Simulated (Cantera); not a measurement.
A perfectly stirred reactor is fed with 7.75 % CH3OH, 19.4 % O2, 72.9 % N2, at 320000 Pa; it is adiabatic with a 823 K inlet, and is followed from long to short residence time, starting on the burning branch (τ in s: 0.02, 0.0099, 0.0048, 0.0024, 0.0011, 0.00056, 0.00027, 0.00013, 6.5e-05).

Computed with Cantera and GRI-Mech 3.0 (53 species, 325 reactions). GRI-Mech 3.0 was tuned for natural gas; its chemistry of methanol as a main component is partial and can be far from experiment.

Problem. Predict: blow-out, bracketed by the residence times tried; x(CH3OH) at τ = 20.0 ms; x(O2) at τ = 20.0 ms; x(NO) at τ = 20.0 ms; x(CH3) at τ = 20.0 ms; x(CH3OH) at τ = 1.10 ms; x(O2) at τ = 1.10 ms; x(NO) at τ = 1.10 ms; x(CH3) at τ = 1.10 ms.

Solution. blow-out, bracketed by the residence times tried: burning at 65.0 µs, the shortest tried
x(CH3OH) at τ = 20.0 ms: 2.07e-6
x(O2) at τ = 20.0 ms: 0.0741
x(NO) at τ = 20.0 ms: 0.000327
x(CH3) at τ = 20.0 ms: 1.27e-7
x(CH3OH) at τ = 1.10 ms: 1.95e-5
x(O2) at τ = 1.10 ms: 0.0749
x(NO) at τ = 1.10 ms: 5.72e-5
x(CH3) at τ = 1.10 ms: 6.37e-7
